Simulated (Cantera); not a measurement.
Feed: 1 mol BN, 0.58 mol NF₃, 82 mol N₂, at 1125 K and 13.3 mbar.

Equilibrium computed with Cantera from the NASA thermochemical tables; the gas is ideal and each condensed phase is pure. Candidate condensed phases: B, BN; 13 gas species. Equilibrium is a limit: real reactors are often held back by kinetics, nucleation or transport.

Base state: N₂ 0.993, BF₃ 0.00697 (mole fractions); condensed: BN(s).

### Question
What changes in the equilibrium state with this change: BN replaced by Si₃N₄?

### Answer
```
species         before    after
-------------  -------  -------
N₂               0.993    0.995
SiF₄                 0  0.00523
SiF₃                 0  1.41e-5
BF₃            0.00697        0
BN(s), mol       0.420        0
Si₃N₄(s), mol        0    0.855
```
The tables' values for SiF₃ are old estimates; treat these amounts as uncertain. Further candidate phases: Si, Si₃N₄.
